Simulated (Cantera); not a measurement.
Charge: 1 mol PbO, 0.4 mol CH4, 0.54 mol H2, held at 0.0100 bar.

Cantera equilibrium calculation (NASA polynomials, part measured and part estimated; ideal gas, pure solids and liquids). Candidate condensed phases: C, C6H6, C7H8, C8H18, H2O, Pb, PbO, PbO2, Pb3O4; 113 gas species. Equilibrium is a limit: real reactors are often held back by kinetics, nucleation or transport.

Q: At 2073 K, list the 4 most abundant gas species with their mole fractions, and the condensed phases.

A: Pb 0.361, H2 0.281, H2O 0.196, CO 0.127. Condensed: gas only.
